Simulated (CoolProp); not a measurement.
Computed with CoolProp (reference Helmholtz-energy equation of state, Eisenbach 2021).

### Question
For propylene glycol, give the phase and the density (kg/m³), cp (kJ/(kg K)), cv (kJ/(kg K)), isothermal compressibility (1/MPa) at 391.5 K and 19900 kPa; 391.5 K and 33100 kPa; 391.5 K and 36500 kPa.

### Answer
- 391.5 K and 19900 kPa: liquid; density 971, cp 2.98, cv 2.58, isothermal compressibility 0.000673
- 391.5 K and 33100 kPa: liquid; density 980, cp 2.97, cv 2.57, isothermal compressibility 0.000614
- 391.5 K and 36500 kPa: liquid; density 982, cp 2.97, cv 2.57, isothermal compressibility 0.000601
